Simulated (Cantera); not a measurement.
A closed system holds: 1 mol Si, 2 mol H2, at 775 K and 2630 Torr.

These are equilibrium values from Cantera (NASA tables, ideal gas, pure condensed phases), not measurements of a reactor. Candidate condensed phases: Si; 9 gas species. Kinetics and transport are ignored.

Base state: H2 1.000 (mole fractions); condensed: Si(s).

Q: What changes in the equilibrium state with this change: 0.2 mol Cl2 added?

A: 
```json
[
 {"species": "H2", "before": "1.000", "after": "0.943"},
 {"species": "SiHCl3", "before": "0", "after": "0.0294"},
 {"species": "SiCl4", "before": "0", "after": "0.0245"},
 {"species": "SiH2Cl2", "before": "0", "after": "0.00273"},
 {"species": "HCl", "before": "0", "after": "0.000507"},
 {"species": "SiH3Cl", "before": "0", "after": "5.74e-5"},
 {"species": "Si(s), mol", "before": "1.000", "after": "0.882"}
]
```
